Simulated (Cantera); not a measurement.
Cantera run:

```python
import numpy as np
import cantera as ct

gas_names = [...]  # 58 gases of nasa_gas.yaml made of F, H, N, O, Si
cond_names = """
    H2O(s) H2O(L) Si(cr) Si(L) SiO2(Lqz) SiO2(hqz) SiO2(L) Si2N2O(s) Si3N4(a)
""".split()


# ... load() reads the species with a 1 bar reference pressure and builds the phases ...
atoms = {
    'SiF4': {'Si': 1, 'F': 4},
    'N2O': {'N': 2, 'O': 1},
    'H2': {'H': 2},
}
top_T = {'Si2N2O(s)': 2100, 'Si3N4(a)': 2400}  # K; cautious upper limits of use, not melting points


# ... equilibrate(T, P, feed) seeds the gas with the atoms and calls Mixture.equilibrate('TP', solver="vcs", rtol=1e-11, max_steps=5000) ...
results = []
T = 2148  # K
P = 13332.2  # Pa
for m in [0.88, 1.6, 2.8, 5, 9, 16, 29]:
    feed = {'SiF4': 1, 'N2O': 30, 'H2': m}  # mol
    mix = equilibrate(T, P, feed)
    results.append((T, P, feed, dict(zip(mix.species_names, mix.species_moles))))
    x = sorted(zip(gas.X, gas.species_names), reverse=True)
    print(f"T = {T:g} K  P = {P:g} Pa  n(H2) = {m:g} mol  gas = {mix.phase_moles(0):.4g} mol")
    print("   x: " + "  ".join(f"{s} {v:.3e}" for v, s in x if v > 1e-05))
    print("   condensed (mol): " + ("  ".join(f"{mix.phase(i).name} {mix.phase_moles(i):.4g}"
          for i in range(1, mix.n_phases) if mix.phase_moles(i) > 1e-12) or "none"))
```

It prints:

```
T = 2148 K  P = 13332.2 Pa  n(H2) = 0.88 mol  gas = 46.95 mol
   x: N2 6.329e-01  O2 3.025e-01  HF 3.657e-02  NO 1.203e-02  SiF4 1.199e-02  O 2.904e-03  OH 3.730e-04  F 2.906e-04  H2O 2.624e-04  SiF3 1.185e-04  SiO2 2.047e-05  SiO 1.874e-05  H 1.180e-05
   condensed (mol): SiO2(L) 0.4295
T = 2148 K  P = 13332.2 Pa  n(H2) = 1.6 mol  gas = 47.65 mol
   x: N2 6.238e-01  O2 2.905e-01  HF 6.382e-02  NO 1.171e-02  SiF4 4.928e-03  O 2.846e-03  H2O 1.247e-03  OH 8.050e-04  F 2.303e-04  SiF3 6.143e-05  H 2.598e-05  SiO2 2.047e-05  SiO 1.912e-05
   condensed (mol): SiO2(L) 0.7604
T = 2148 K  P = 13332.2 Pa  n(H2) = 2.8 mol  gas = 48.5 mol
   x: N2 6.129e-01  O2 2.727e-01  HF 8.201e-02  H2O 1.522e-02  NO 1.124e-02  OH 2.769e-03  O 2.758e-03  H 9.223e-05  SiF4 9.013e-05  F 8.338e-05  H2 6.528e-05  SiO2 2.047e-05  SiO 1.974e-05
   condensed (mol): SiO2(L) 0.9935
T = 2148 K  P = 13332.2 Pa  n(H2) = 5 mol  gas = 49.65 mol
   x: N2 5.990e-01  O2 2.441e-01  HF 8.051e-02  H2O 5.749e-02  NO 1.052e-02  OH 5.233e-03  O 2.609e-03  H2 2.606e-04  H 1.843e-04  F 4.096e-05  SiO 2.086e-05  SiO2 2.047e-05
   condensed (mol): SiO2(L) 0.9976
T = 2148 K  P = 13332.2 Pa  n(H2) = 9 mol  gas = 51.69 mol
   x: N2 5.758e-01  O2 1.959e-01  H2O 1.309e-01  HF 7.736e-02  NO 9.237e-03  OH 7.474e-03  O 2.337e-03  H2 6.623e-04  H 2.938e-04  F 2.469e-05  SiO 2.329e-05  SiO2 2.047e-05
   condensed (mol): SiO2(L) 0.9977
T = 2148 K  P = 13332.2 Pa  n(H2) = 16 mol  gas = 55.24 mol
   x: N2 5.395e-01  H2O 2.471e-01  O2 1.209e-01  HF 7.239e-02  OH 9.102e-03  NO 7.025e-03  O 1.836e-03  H2 1.591e-03  H 4.553e-04  SiO 2.964e-05  SiO2 2.047e-05  F 1.491e-05
   condensed (mol): SiO2(L) 0.9972
T = 2148 K  P = 13332.2 Pa  n(H2) = 29 mol  gas = 61.97 mol
   x: N2 4.832e-01  H2O 4.226e-01  HF 6.454e-02  O2 1.023e-02  H2 9.356e-03  OH 6.420e-03  NO 1.934e-03  H 1.104e-03  O 5.342e-04  SiO 1.019e-04  SiO2 2.047e-05
   condensed (mol): SiO2(L) 0.9924
```

Equilibrium computed with Cantera from the NASA thermochemical tables; the gas is ideal and each condensed phase is pure. The tables' values for SiF3, SiO2 are old estimates; treat these amounts as uncertain. The tables hold silica as quartz up to 1696 K and as liquid above; real silica turns to tridymite and cristobalite and melts near 1996 K. Gases not in the tables: Si(OH)4.
